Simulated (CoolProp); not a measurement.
Vapour-liquid equilibrium of isopentane (1) + toluene (2) at 379.9 K; x and y are mole fractions of (1).

Model: multi-fluid Helmholtz-energy mixture model, Lemmon 2006 and Lemmon 2006; pair parameters Bell 2016, in CoolProp.

Question: Give the bubble pressure and the first vapour's composition at x = 0.05, 0.5, 0.65. Is there an azeotrope?

Answer: x = 0.05: 134.4 kPa, y = 0.347; x = 0.5: 500.7 kPa, y = 0.885; x = 0.65: 597.9 kPa, y = 0.923. No azeotrope shows between x = 0.05 and 0.95.

The pair parameters rest on a limited set of measurements; away from them the model extrapolates.
